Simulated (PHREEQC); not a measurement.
0.033 g of hydrous ferric oxide (600 m²/g; 0.2 weak and 0.005 strong sites per Fe, Dzombak-Morel constants, diffuse double layer) in 1 kg of water with 0.1 mol/kgw of an inert sodium salt, at 25 °C; the pH is set by adding NaOH or the inert anion's acid. Oxygen alone is held at its pressure in air (log pO2 = -0.68). The system is closed to CO2. Nothing may precipitate in this run.

Model: ion-association model, wateq4f.dat, run in PHREEQC.

```
pH   surface charge σ (C/m²)  surface potential ψ (mV)
---  -----------------------  ------------------------
3                      0.363                       153
4                      0.321                       147
4.5                        …                       138
5.5                    0.159                       111
6                      0.111                        93
7                      0.045                        52
8                      0.004                         5
8.5                   -0.014                       -19
9.5                        …                       -65
10                    -0.094                         …
11                    -0.190                      -120
```

What belongs in the gaps?


- 4.5, surface charge σ (C/m²): 0.272
- 9.5, surface charge σ (C/m²): -0.060
- 10, surface potential ψ (mV): -85

The oxide is taken as insoluble; below pH 4 it would dissolve.
